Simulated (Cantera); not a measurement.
Charge: 1 mol MgO, 0.4 mol Cl2, equilibrated at 0.100 bar.

Equilibrium computed with Cantera from the NASA thermochemical tables; the gas is ideal and each condensed phase is pure. Candidate condensed phases: Mg, MgCl2, MgO; 11 gas species. Mutual solubility and eutectic melting of coexisting phases are not modelled. The numbers say what is thermodynamically allowed, not how fast it happens.

Which condensed phases are stable at each of these points (T (K)): 873, 973, 1073, 1173, 1273, 1373, 1473, 1573, 1673?


```
T (K)   condensed phases  Mg condensed (%)
-----  -----------------  ----------------
873    MgCl2(s) + MgO(s)             100.0
973    MgCl2(s) + MgO(s)             100.0
1073   MgCl2(l) + MgO(s)              99.6
1173              MgO(s)              98.3
1273              MgO(s)              95.2
1373              MgO(s)              89.3
1473              MgO(s)              81.2
1573              MgO(s)              74.0
1673              MgO(s)              69.8
```

From 873 K to 973 K the condensed part is MgCl2(s) + MgO(s). At 1073 K the condensed part is MgCl2(l) + MgO(s). From 1173 K to 1673 K the condensed part is MgO(s).
